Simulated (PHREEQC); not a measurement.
Consider water at 89 °C with 52 mmol/kgw HF, 0.26 mmol/kgw NH4HF2, 0.64 mmol/kgw H2SiF6 and 3 mmol/kgw H3PO4. Closed to the air; pH follows from the charge balance.

Equilibrium calculation in PHREEQC: ion-association model, phreeqc.dat.

Question: The ionic strength comes out as 0.00593 mol/kgw. What activity coefficients do H2PO4-, HF2-, SiF6-2, NH4+, H+ get?

Answer: H2PO4- 0.91, HF2- 0.91, SiF6-2 0.69, NH4+ 0.91, H+ 0.92.

This is a speciation only: nothing precipitates in the calculation. Complexes and solids missing from the database can't appear. Constants without temperature data keep their 25 °C values here. SiF6-2 is the database's only silicon fluoride.
